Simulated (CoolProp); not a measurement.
Vapour-liquid equilibrium of R152A (1) + methanol (2) at -10.05 °C; x and y are mole fractions of (1).

Values from CoolProp's multi-fluid Helmholtz-energy mixture model, Outcalt 1996 and de Reuck 1993; pair parameters Bell 2016.

| x | bubble pressure (MPa) | y at the bubble point | dew pressure at overall composition x (MPa) | liquid density (mol/L) |
|---|---|---|---|---|
| 0.05 | 0.04746 | 0.956 | 0.002205 | 24.86 |
| 0.125 | 0.08363 | 0.976 | 0.002393 | 23.84 |
| 0.2 | 0.1004 | 0.980 | 0.002616 | 22.88 |
| 0.275 | 0.1086 | 0.982 | 0.002885 | 21.96 |
| 0.35 | 0.1135 | 0.983 | 0.003216 | 21.08 |
| 0.425 | 0.1175 | 0.984 | 0.003635 | 20.25 |
| 0.5 | 0.1217 | 0.984 | 0.004179 | 19.45 |
| 0.575 | 0.1269 | 0.986 | 0.004915 | 18.69 |
| 0.65 | 0.1332 | 0.987 | 0.005966 | 17.96 |
| 0.725 | 0.1408 | 0.989 | 0.007590 | 17.25 |
| 0.8 | 0.1498 | 0.992 | 0.01043 | 16.57 |
| 0.875 | 0.1603 | 0.994 | 0.01667 | 15.92 |
| 0.95 | 0.1723 | 0.998 | 0.04144 | 15.28 |

No azeotrope shows between x = 0.05 and 0.95.

Pair parameters are fitted to limited data, so mixtures are less certain than the pure fluids. With so large a gap from Raoult's law the liquid may split in two, which this calculation doesn't test in full.
